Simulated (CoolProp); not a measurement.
Vapour-liquid equilibrium of cyclohexane (1) + toluene (2) at 0.445 MPa; x and y are mole fractions of (1).

Model: multi-fluid Helmholtz-energy mixture model, Zhou 2014 and Lemmon 2006; pair parameters Bell 2016, in CoolProp.

```
x     bubble temperature, mixture model (K)  bubble temperature, Raoult's law (K)  y, mixture model  y, Raoult's law
----  -------------------------------------  ------------------------------------  ----------------  ---------------
0.05                                  442.6                                 443.4             0.099            0.091
0.2                                   435.0                                 437.2             0.336            0.326
0.35                                  428.9                                 431.7             0.512            0.514
0.5                                   424.0                                 426.6             0.650            0.666
0.65                                  419.9                                 422.0             0.765            0.789
0.8                                   416.5                                 417.7             0.868            0.891
0.95                                  413.5                                 413.8             0.967            0.975
```

The largest gap from Raoult's law is -2.8 K in bubble temperature, at x = 0.35. No azeotrope shows between x = 0.05 and 0.95.

The pair parameters rest on a limited set of measurements; away from them the model extrapolates.
